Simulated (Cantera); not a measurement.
# Thermodynamics of silicon carbide growth, feed SiHCl₃ + C₂H₄ + H₂

Input: 1 mol SiHCl₃, 0.65 mol C₂H₄, 1.8 mol H₂, at 49.0 mbar.

These are equilibrium values from Cantera (NASA tables, ideal gas, pure condensed phases), not measurements of a reactor. Candidate condensed phases: C, C₆H₆, C₇H₈, C₈H₁₈, Si, SiC; 109 gas species. The tables' values for SiCl, SiCl₃ are old estimates; treat these amounts as uncertain. Gases not in the tables: Si₂H₆ and higher silanes. Rates play no part.

```json
[
 {"T (K)": "2223", "log p H₂": "-1.63", "log p HCl": "-1.70", "log p SiCl₂": "-2.43", "log p H": "-3.01", "log p Cl": "-3.22", "log p Si": "-4.28", "log p SiCl": "-4.11", "log p SiC₂": "-5.26", "n C(graphite)": "0.699", "n SiC(s)": "0.585"},
 {"T (K)": "2248", "log p H₂": "-1.63", "log p HCl": "-1.71", "log p SiCl₂": "-2.42", "log p H": "-2.95", "log p Cl": "-3.16", "log p Si": "-4.14", "log p SiCl": "-4.02", "log p SiC₂": "-5.08", "n C(graphite)": "0.710", "n SiC(s)": "0.571"},
 {"T (K)": "2273", "log p H₂": "-1.63", "log p HCl": "-1.71", "log p SiCl₂": "-2.41", "log p H": "-2.89", "log p Cl": "-3.11", "log p Si": "-4.01", "log p SiCl": "-3.94", "log p SiC₂": "-4.91", "n C(graphite)": "0.720", "n SiC(s)": "0.557"},
 {"T (K)": "2298", "log p H₂": "-1.63", "log p HCl": "-1.72", "log p SiCl₂": "-2.41", "log p H": "-2.84", "log p Cl": "-3.06", "log p Si": "-3.88", "log p SiCl": "-3.86", "log p SiC₂": "-4.75", "n C(graphite)": "0.731", "n SiC(s)": "0.542"},
 {"T (K)": "2323", "log p H₂": "-1.64", "log p HCl": "-1.73", "log p SiCl₂": "-2.40", "log p H": "-2.78", "log p Cl": "-3.02", "log p Si": "-3.76", "log p SiCl": "-3.78", "log p SiC₂": "-4.58", "n C(graphite)": "0.743", "n SiC(s)": "0.525"},
 {"T (K)": "2348", "log p H₂": "-1.64", "log p HCl": "-1.74", "log p SiCl₂": "-2.40", "log p H": "-2.73", "log p Cl": "-2.97", "log p Si": "-3.64", "log p SiCl": "-3.70", "log p SiC₂": "-4.43", "n C(graphite)": "0.756", "n SiC(s)": "0.505"},
 {"T (K)": "2373", "log p H₂": "-1.64", "log p HCl": "-1.75", "log p SiCl₂": "-2.39", "log p H": "-2.68", "log p Cl": "-2.93", "log p Si": "-3.52", "log p SiCl": "-3.63", "log p SiC₂": "-4.27", "n C(graphite)": "0.771", "n SiC(s)": "0.483"},
 {"T (K)": "2398", "log p H₂": "-1.64", "log p HCl": "-1.76", "log p SiCl₂": "-2.39", "log p H": "-2.62", "log p Cl": "-2.88", "log p Si": "-3.40", "log p SiCl": "-3.56", "log p SiC₂": "-4.12", "n C(graphite)": "0.787", "n SiC(s)": "0.456"},
 {"T (K)": "2423", "log p H₂": "-1.65", "log p HCl": "-1.77", "log p SiCl₂": "-2.39", "log p H": "-2.58", "log p Cl": "-2.84", "log p Si": "-3.28", "log p SiCl": "-3.49", "log p SiC₂": "-3.97", "n C(graphite)": "0.807", "n SiC(s)": "0.424"},
 {"T (K)": "2448", "log p H₂": "-1.65", "log p HCl": "-1.78", "log p SiCl₂": "-2.39", "log p H": "-2.53", "log p Cl": "-2.80", "log p Si": "-3.17", "log p SiCl": "-3.42", "log p SiC₂": "-3.82", "n C(graphite)": "0.829", "n SiC(s)": "0.384"},
 {"T (K)": "2473", "log p H₂": "-1.66", "log p HCl": "-1.79", "log p SiCl₂": "-2.39", "log p H": "-2.48", "log p Cl": "-2.76", "log p Si": "-3.06", "log p SiCl": "-3.35", "log p SiC₂": "-3.68", "n C(graphite)": "0.856", "n SiC(s)": "0.335"},
 {"T (K)": "2498", "log p H₂": "-1.67", "log p HCl": "-1.81", "log p SiCl₂": "-2.40", "log p H": "-2.44", "log p Cl": "-2.73", "log p Si": "-2.95", "log p SiCl": "-3.29", "log p SiC₂": "-3.54", "n C(graphite)": "0.888", "n SiC(s)": "0.273"},
 {"T (K)": "2523", "log p H₂": "-1.68", "log p HCl": "-1.82", "log p SiCl₂": "-2.40", "log p H": "-2.40", "log p Cl": "-2.69", "log p Si": "-2.85", "log p SiCl": "-3.23", "log p SiC₂": "-3.40", "n C(graphite)": "0.928", "n SiC(s)": "0.194"}
]
```
log p: log10 of the partial pressure in bar; n: condensed amount in mol.

From 2223 K to 2523 K the condensed part is C(graphite) + SiC(s). The main Si-bearing gas is SiCl₂ throughout. The share of Si in condensed phases is highest at 2223 K (58.5 %) and lowest at 2523 K (19.4 %).
